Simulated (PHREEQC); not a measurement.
Solution (25 °C): 0.95 mmol/kgw Ba(NO3)2. Closed to the air; pH follows from the charge balance.

The numbers come from PHREEQC with the ion-association model, phreeqc.dat.

Precipitation was switched off in this run.

Task: What specific conductance does the model give?

Result: specific conductance 241 µS/cm.

Species that the database lacks are ignored.
